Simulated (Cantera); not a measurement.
A Cantera script and what it prints.

```python
import numpy as np
import cantera as ct

gas_names = """
    Cr CrO CrO2 CrO3 H HO2 H2 H2O H2O2 O OH O2 O3
""".split()
cond_names = """
    Cr(cr) Cr(L) Cr2O3(s) Cr2O3(L) H2O(s) H2O(L)
""".split()


# ... load() reads the species with a 1 bar reference pressure and builds the phases ...
atoms = {
    'Cr': {'Cr': 1},
    'O2': {'O': 2},
    'H2': {'H': 2},
}
top_T = {}  # K; cautious upper limits of use, not melting points


# ... equilibrate(T, P, feed) seeds the gas with the atoms and calls Mixture.equilibrate('TP', solver="vcs", rtol=1e-11, max_steps=5000) ...
results = []
T = 2575  # K
P = 1000  # Pa
for m in [38, 51, 68, 92, 120, 160, 220]:
    feed = {'Cr': 1, 'O2': 0.44, 'H2': m}  # mol
    mix = equilibrate(T, P, feed)
    results.append((T, P, feed, dict(zip(mix.species_names, mix.species_moles))))

top = {s: max(r[3][s] / sum(r[3][g] for g in gas_names) for r in results) for s in gas_names}
cols = sorted((s for s in top if top[s] > 1e-06), key=lambda s: -top[s])[:7]
seen = [c for c in cond_names if any(r[3].get(c, 0) > 1e-12 for r in results)]
print("log10 of partial pressures in bar; condensed amounts in mol")
print(f"{'n(H2)':>10s}" + "".join(f"{s[:9]:>10s}" for s in cols + seen))
for T, P, feed, n in results:
    ng = sum(n[g] for g in gas_names)
    print(f"{feed['H2']:10.4g}" + "".join(f"{np.log10(max(n[s] / ng * P / 1e5, 1e-99)):10.3f}" for s in cols)
          + "".join(f"{n.get(c, 0):10.4g}" for c in seen))
```

Result:

```
log10 of partial pressures in bar; condensed amounts in mol
     n(H2)        H2         H        Cr       H2O        OH       CrO         O
        38    -2.171    -2.546    -3.670    -3.777    -4.799    -5.236    -5.362
        51    -2.166    -2.543    -3.792    -3.899    -4.924    -5.485    -5.488
        68    -2.162    -2.541    -3.913    -4.019    -5.046    -5.730    -5.613
        92    -2.158    -2.540    -4.041    -4.146    -5.175    -5.988    -5.743
       120    -2.156    -2.539    -4.155    -4.259    -5.289    -6.217    -5.858
       160    -2.155    -2.538    -4.278    -4.382    -5.413    -6.465    -5.983
       220    -2.153    -2.537    -4.415    -4.519    -5.550    -6.739    -6.121
```

Equilibrium computed with Cantera from the NASA thermochemical tables; the gas is ideal and each condensed phase is pure.
